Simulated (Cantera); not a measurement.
Mixture: CO : H2 : O2 : N2 = 1 : 1.3 : 0.676 : 2.54 (molar parts), at 3.20 bar, adiabatic and at constant volume. Ignition delay is the time to a rise of 400 K.

Computed with Cantera and GRI-Mech 3.0 (53 species, 325 reactions). The hydrogen kinetics of GRI-Mech 3.0 are dated; newer H2 mechanisms differ, most at raised pressure. Where the delays flatten at high temperature, the 400 K rule measures the pace of heat release, not the induction time.

**Question.** Predict: delay at 1150 K; delay at 1300 K; delay at 1450 K; delay at 1600 K; delay at 1750 K.

**Answer.** 
```json
{
 "delay at 1150 K": "33.3 µs",
 "delay at 1300 K": "10.9 µs",
 "delay at 1450 K": "5.93 µs",
 "delay at 1600 K": "3.97 µs",
 "delay at 1750 K": "3.07 µs"
}
```
